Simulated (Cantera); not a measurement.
A closed system holds: 1 mol CH3SiH3, 0.025 mol C2H4, 1.6 mol H2, 2.5 mol HCl, equilibrated at 1000 K and 6.90 mbar.

Method: chemical equilibrium by Gibbs-energy minimisation in Cantera with the NASA 1993 tables (ideal gas, pure condensed phases). Candidate condensed phases: C, C6H6, C7H8, C8H18, Si, SiC; 109 gas species. The feed counts by its element totals alone. The tables' values for SiCl3 are old estimates; treat these amounts as uncertain. The numbers say what is thermodynamically allowed, not how fast it happens.

Base state: H2 0.755, HCl 0.205, SiCl4 0.0388, SiHCl3 0.00101, CH4 0.000375, SiCl3 0.000243, SiCl2 3.68e-5 (mole fractions); condensed: C(graphite) + SiC(s).

Question: What changes in the equilibrium state with this change: temperature from 1000 K to 1575 K?

Answer: 
| species | before | after |
|---|---|---|
| H2 | 0.755 | 0.656 |
| HCl | 0.205 | 0.337 |
| SiCl2 | 3.68e-5 | 0.00565 |
| SiCl4 | 0.0388 | 4.38e-5 |
| Cl | 6.00e-9 | 0.000165 |
| H | 2.37e-8 | 0.000405 |
| C2H2 (acetylene) | <1e-9 | 1.38e-5 |
| SiHCl3 | 0.00101 | 1.14e-5 |
| CH4 | 0.000375 | 5.41e-6 |
| C(graphite), mol | 0.323 | 0.0928 |
| SiC(s), mol | 0.725 | 0.957 |

Question: What changes in the equilibrium state with this change: temperature from 1000 K to 2475 K?

Answer: 
```
species            before    after
----------------  -------  -------
H2                  0.755    0.462
HCl                 0.205    0.190
H                 2.37e-8    0.184
Si                  <1e-9   0.0647
SiC2                <1e-9   0.0156
Cl                6.00e-9   0.0536
SiCl4              0.0388  1.67e-8
SiCl2             3.68e-5   0.0133
SiCl                <1e-9  0.00698
C2H2 (acetylene)    <1e-9  0.00449
Si2C                <1e-9  0.00436
SiH                 <1e-9  0.00100
C(graphite), mol    0.323    0.643
SiC(s), mol         0.725        0
```
The tables' values for SiCl, SiCl3 are old estimates; treat these amounts as uncertain. Gases not in the tables: Si2H6 and higher silanes.
